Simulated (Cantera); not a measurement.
Charge: 1 mol Ca(OH)2, 0.018 mol CO2, held at 948.15 K and 750 Torr.

Equilibrium computed with Cantera from the NASA thermochemical tables; the gas is ideal and each condensed phase is pure. Candidate condensed phases: C, C6H6, C7H8, C8H18, Ca, CaCO3, CaO, Ca(OH)2, H2O; 115 gas species. Kinetics and transport are ignored.

Base state: H2O 0.982, CO2 0.0177 (mole fractions); condensed: CaO(s).

Q: What changes in the equilibrium state with this change: temperature from 948.15 K to 1773 K?

A: 
```tsv
species	before	after
H2O	0.982	0.980
CO2	0.0177	0.0176
H2	8.29e-8	0.00153
O2	4.12e-8	0.000710
Ca(OH)2	<1e-9	1.35e-5
OH	2.60e-9	0.000441
CO	<1e-9	0.000102
H	<1e-9	1.11e-5
CaO(s), mol	1.00	1.000
```
